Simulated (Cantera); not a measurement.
Input: 1 mol SiCl4, 15 mol NO, at 2098 K and 0.230 bar.

Method: chemical equilibrium by Gibbs-energy minimisation in Cantera with the NASA 1993 tables (ideal gas, pure condensed phases). Candidate condensed phases: Si, SiO2, Si2N2O, Si3N4; 23 gas species. The tables hold silica as quartz up to 1696 K and as liquid above; real silica turns to tridymite and cristobalite and melts near 1996 K. The numbers say what is thermodynamically allowed, not how fast it happens.

Base state: N2 0.415, O2 0.358, Cl 0.206, NO 0.00939, Cl2 0.00875, O 0.00171, ClO 0.000831 (mole fractions); condensed: SiO2(l).

Task: What changes in the equilibrium state with this change: SiCl4 replaced by SiH2Cl2?

Result: 
| species | before | after |
|---|---|---|
| N2 | 0.415 | 0.457 |
| O2 | 0.358 | 0.381 |
| HCl | 0 | 0.0724 |
| Cl | 0.206 | 0.0496 |
| H2O | 0 | 0.0240 |
| NO | 0.00939 | 0.0102 |
| OH | 0 | 0.00266 |
| H2 | 0 | 4.75e-5 |
| H | 0 | 4.42e-5 |
| SiO2(l), mol | 1.000 | 1.000 |
Further candidate phases: H2O, NH4Cl.
